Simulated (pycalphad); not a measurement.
Li-Mg solution, phase BCC_A2, at 327 °C; mixing quantities and activities refer to the pure elements in the same phase at that temperature, stable or not. Over part of the range this solution is metastable.

CALPHAD calculation (pycalphad, COST 507 light-alloy database (1999)), 1 atm. The database dates from 1999; later assessments differ in places, in temperatures and in the compounds included. Mg is not stable in this structure, so the reference rests on SGTE lattice stabilities.

```csv
x(Mg),ΔH mix (kJ/mol),ΔG mix (kJ/mol),excess S (J/mol/K),a(Li),a(Mg),stable as one phase?
0.02,-0.25,-0.64,-0.16,0.981,0.00441,no: LIQUID
0.05,-0.62,-1.37,-0.40,0.954,0.0101,no: LIQUID
0.1,-1.25,-2.41,-0.76,0.909,0.0187,no: LIQUID
0.2,-2.45,-4.13,-1.35,0.802,0.0384,no: LIQUID
0.3,-3.47,-5.45,-1.78,0.655,0.0703,no: BCC_A2 + LIQUID
0.4,-4.21,-6.34,-2.04,0.479,0.126,yes
0.5,-4.58,-6.77,-2.12,0.307,0.216,yes
0.6,-4.54,-6.68,-2.04,0.170,0.350,yes
0.7,-4.05,-6.03,-1.78,0.0807,0.523,yes
0.8,-3.11,-4.80,-1.35,0.0322,0.709,no: BCC_A2 + HCP_A3
0.9,-1.75,-2.91,-0.76,0.00949,0.877,no: HCP_A3
0.95,-0.92,-1.67,-0.40,0.00370,0.944,no: HCP_A3
0.98,-0.38,-0.77,-0.16,0.00129,0.979,no: HCP_A3
```

BCC_A2 is bcc; HCP_A3 is hcp.
